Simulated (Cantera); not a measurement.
A closed system holds: 1 mol (CH₃)₂SiCl₂, 1.1 mol C₂H₂, 1.8 mol H₂, held at 1.00 bar.

These are equilibrium values from Cantera (NASA tables, ideal gas, pure condensed phases), not measurements of a reactor. Candidate condensed phases: C, C₆H₆, C₇H₈, C₈H₁₈, Si, SiC; 109 gas species. The feed counts by its element totals alone. The tables' values for SiCl₃, SiCl are old estimates; treat these amounts as uncertain. The numbers say what is thermodynamically allowed, not how fast it happens. All values below are at 1725 °C.

Base state: H₂ 0.723, HCl 0.262, SiCl₂ 0.0124, H 0.00136, SiCl₃ 0.000880, C₂H₂ (acetylene) 0.000548, Cl 0.000368, CH₄ 0.000223 (mole fractions); condensed: C(graphite) + SiC(s).

Task: What changes in the equilibrium state with this change: H₂ from 1.8 to 210 mol?

Result: 
| species | before | after |
|---|---|---|
| H₂ | 0.723 | 0.988 |
| HCl | 0.262 | 0.00926 |
| H | 0.00136 | 0.00159 |
| SiCl₂ | 0.0124 | 1.13e-5 |
| SiCl₄ | 7.23e-5 | <1e-9 |
| SiCl₃ | 0.000880 | 2.44e-8 |
| SiHCl₃ | 7.76e-5 | 2.52e-9 |
| SiH₂Cl₂ | 1.61e-5 | 2.02e-8 |
| SiCl | 2.14e-5 | 6.47e-7 |
| C(graphite), mol | 3.28 | 2.79 |
| SiC(s), mol | 0.907 | 0.995 |
